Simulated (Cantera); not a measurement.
A freely propagating, adiabatic, planar premixed flame of CH4 : H2 : O2 : N2 : CO2 = 1 : 1.4 : 3.03 : 11.4 : 1.4 (molar parts), equivalence ratio 0.89, unburnt at 375 K and 1350 Torr; mixture-averaged transport, grid criteria slope 0.08 and curve 0.16, no radiation.

Cantera simulation using GRI-Mech 3.0 (53 species, 325 reactions); the numbers are that mechanism's predictions, not measurements. Burning velocities carry a grid error of a few per cent, more on coarse grids.

x: mole fraction of selected species; z is measured from the peak of heat release.

```
z (mm)   T (K)  u (m/s)     x CH4      x H2    x O2    x C2H6     x NO  x C2H
-------  -----  -------  --------  --------  ------  --------  -------  -----
-0.899     375    0.389    0.0549    0.0752   0.166     <1e-8    <1e-8  <1e-8
-0.599     377    0.389    0.0551    0.0713   0.167       ___    <1e-8  <1e-8
-0.449     385    0.396    0.0551    0.0660   0.168   5.23e-7    <1e-8  <1e-8
-0.300     443    0.451    0.0534    0.0546   0.166   8.47e-6  2.06e-8  <1e-8
-0.150     796    0.807    0.0390    0.0358   0.140  0.000142  5.71e-7  <1e-8
-0.0749   1175     1.19    0.0222    0.0259   0.105  0.000268  1.64e-6  <1e-8
0         1543     1.57   0.00527    0.0162  0.0645   4.32e-5  3.19e-6  <1e-8
0.0749    1708     1.74  0.000314   0.00884  0.0417   1.56e-7  5.05e-6  <1e-8
0.150     1778     1.80   1.03e-5   0.00615  0.0344     <1e-8  6.40e-6  <1e-8
0.300     1857     1.88   1.98e-8   0.00459  0.0298     <1e-8  8.05e-6  <1e-8
0.599     1931     1.94     <1e-8       ___     ___     <1e-8      ___  <1e-8
1.20      1986     1.99     <1e-8   0.00173  0.0237     <1e-8  1.21e-5  <1e-8
2.40      2019     2.02     <1e-8  0.000900  0.0220     <1e-8  1.44e-5  <1e-8
```

Question: Complete the blanks.

Answer: 
- -0.599, x C2H6: 5.99e-8
- 0.599, x H2: 0.00305
- 0.599, x O2: 0.0263
- 0.599, x NO: 9.95e-6
